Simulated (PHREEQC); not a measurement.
Cooling-tower water: speciation

Synthetic water in mg/kgw, 25 °C, pH 6.22, pe 9.7:

```csv
constituent,mg/kgw
Na,200
K,74.9
Ca,73
Mg,52.5
Cl,165
S(6) as SO4,347
Alkalinity as HCO3,416
Cu(2),1.92
Sr,2.3
```

Valence states are taken as typed.

The numbers come from PHREEQC with the ion-association model, wateq4f.dat.

Each row changes one thing in this solution. This is a speciation only: nothing precipitates in the calculation.

```csv
case,ionic strength (mol/kgw),CO2 (mol/kgw),HCO3- (mol/kgw),SO4-2 (mol/kgw),Mg+2 (mol/kgw),Ca+2 (mol/kgw),SI of Malachite (Cu2(OH)2CO3),SI of Tenorite (CuO)
as made,0.0232,0.00774,0.00661,0.00287,0.00171,0.00148,+0.44,-0.60
pH from 6.22 to 7.22 at the same alkalinity,0.0232,0.000768,0.00655,0.00287,0.00171,0.00147,+2.13,…
temperature from 25 to 15 °C at the same typed pH,0.0235,0.00906,0.00662,0.00296,0.00177,0.00150,-0.01,-0.96
all concentrations times 2 at the same typed pH,0.0445,0.0146,0.0130,0.00533,0.00315,0.00275,+0.83,-0.54
Ca from 73 to 219 mg/kgw,0.0289,0.00748,…,0.00255,0.00178,0.00459,+0.43,…
```

**Question.** Complete the blanks.

**Answer.** 
- pH from 6.22 to 7.22 at the same alkalinity, SI of Tenorite (CuO): +0.75
- Ca from 73 to 219 mg/kgw, HCO3- (mol/kgw): 0.00648
- Ca from 73 to 219 mg/kgw, SI of Tenorite (CuO): -0.59

Some of these states are supersaturated (in Malachite, Brochantite, for instance). The database's constant for dissolved Cu(OH)2 is higher than later reviews accept.
